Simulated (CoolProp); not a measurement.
Vapour-liquid equilibrium of CHF3 (R23) (1) + R143a (2) at -90.85 °C; x and y are mole fractions of (1).

The numbers come from the multi-fluid Helmholtz-energy mixture model, Penoncello 2003 and Lemmon and Jacobsen 2000; pair parameters Bell 2016 in CoolProp.

```
x     bubble pressure, mixture model (bar)  bubble pressure, Raoult's law (bar)  y, mixture model  y, Raoult's law
----  ------------------------------------  -----------------------------------  ----------------  ---------------
0.05                               0.09236                              0.09718             0.267            0.304
0.15                            (withheld)                               0.1491             0.573            0.594
0.25                                0.1966                               0.2011             0.732            0.734
0.35                                0.2543                               0.2531        (withheld)            0.817
0.45                                0.3116                               0.3050             0.877            0.872
0.55                                0.3667                               0.3570             0.914            0.910
0.65                                0.4189                               0.4090        (withheld)            0.939
0.75                                0.4684                               0.4609             0.961            0.961
0.85                            (withheld)                               0.5129             0.977            0.979
0.95                            (withheld)                               0.5648        (withheld)            0.994
```

Task: Fill in the missing entries.

Result: 
- 0.15, bubble pressure, mixture model (bar): 0.1414
- 0.35, y, mixture model: 0.822
- 0.65, y, mixture model: 0.941
- 0.85, bubble pressure, mixture model (bar): 0.5166
- 0.95, bubble pressure, mixture model (bar): 0.5654
- 0.95, y, mixture model: 0.993

The largest gap from Raoult's law is -5.2 % in bubble pressure, at x = 0.15. No azeotrope shows between x = 0.05 and 0.95.

The pair parameters rest on a limited set of measurements; away from them the model extrapolates. The gap from Raoult's law changes sign with composition, which may be real or a fault of the pair parameters; it wasn't checked against measurements.
